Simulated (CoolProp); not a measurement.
n-undecane at several states: density (kg/m³) from the reference equation and from simpler models built on Tc = 365.7 °C, pc = 1.990 MPa, ω = 0.539; each cubic takes its own stable root.

Model: reference Helmholtz-energy equation of state, Aleksandrov 2011, in CoolProp. It is a short technical equation, of lower accuracy than the large ones.

```json
[
 {"T (°C)": "203.65", "p (MPa)": "0.469", "phase": "liquid", "reference": "593.1", "van der Waals": "22.12", "Peng-Robinson": "570.1"},
 {"T (°C)": "227.85", "p (MPa)": "0.111", "phase": "gas", "reference": "4.416", "van der Waals": "4.295", "Peng-Robinson": "4.380"},
 {"T (°C)": "175.85", "p (MPa)": "2.93", "phase": "liquid", "reference": "623.0", "van der Waals": "349.4", "Peng-Robinson": "601.4"},
 {"T (°C)": "39.45", "p (MPa)": "0.636", "phase": "liquid", "reference": "725.9", "van der Waals": "387.9", "Peng-Robinson": "675.9"}
]
```

At some of these states van der Waals gives the other phase, because its saturation line lies elsewhere.
